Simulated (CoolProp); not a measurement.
Model: reference Helmholtz-energy equation of state, Fiedler 2023, in CoolProp.

Question: Give the vapour pressure (bar), vapour density (kg/m³), liquid cp (kJ/(kg K)) of saturated tetrahydrofuran at 351, 446.9 K.

Answer: 
| T (K) | p (bar) | vapour density (kg/m³) | liquid cp (kJ/(kg K)) |
|---|---|---|---|
| 351 | 1.47 | 3.77 | 1.93 |
| 446.9 | 13.1 | 31.2 | 2.43 |
